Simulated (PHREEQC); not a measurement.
Solution (25 °C): 0.11 mol/kgw CuCl2 and 0.00012 mol/kgw HNO3. Closed to the air; pH follows from the charge balance.

Model: ion-association model, phreeqc.dat, run in PHREEQC.

**Question.** The ionic strength comes out as 0.298 mol/kgw. What activity coefficients do H+, NO3-, CuCl+, Cu+2, CuOH+ get?

**Answer.** H+ 0.78, NO3- 0.66, CuCl+ 0.69, Cu+2 0.29, CuOH+ 0.69.

This is a speciation only: nothing precipitates in the calculation.
